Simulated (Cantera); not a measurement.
An adiabatic, constant-volume homogeneous reactor starts with 15.9 % H2, 17.6 % O2, 66.4 % N2, 0.133 % NO, at 1375 K and 7500 Torr.

Cantera simulation using GRI-Mech 3.0 (53 species, 325 reactions); the numbers are that mechanism's predictions, not measurements. The hydrogen kinetics of GRI-Mech 3.0 are dated; newer H2 mechanisms differ, most at raised pressure. The mechanism lacks 2 NO + O2 → 2 NO2 and HONO, so NO2 and the effect of NO are under-described below about 1400 K.

### Question
Predict: time of steepest temperature rise; temperature at 1.00 s; equilibrium temperature; x(H2) at 1.00 s; x(O2) at 1.00 s; x(NO) at 1.00 s; x(H) at 1.00 s; x(H2O2) at 1.00 s; x(H2O) at 1.00 s; x(HO2) at 1.00 s.

### Answer
```json
{
 "time_of_steepest_temperature_rise": "2.88 µs",
 "temperature at 1.00 s": "2623 K",
 "equilibrium_temperature": "2623 K",
 "x(H2) at 1.00 s": "0.00136 (gas-phase equilibrium 0.00136)",
 "x(O2) at 1.00 s": "0.0936 (gas-phase equilibrium 0.0936)",
 "x(NO) at 1.00 s": "0.0180 (gas-phase equilibrium 0.0180)",
 "x(H) at 1.00 s": "0.000372 (gas-phase equilibrium 0.000372)",
 "x(H2O2) at 1.00 s": "1.92e-6 (gas-phase equilibrium 1.92e-6)",
 "x(H2O) at 1.00 s": "0.165 (gas-phase equilibrium 0.165)",
 "x(HO2) at 1.00 s": "2.78e-5 (gas-phase equilibrium 2.78e-5)"
}
```
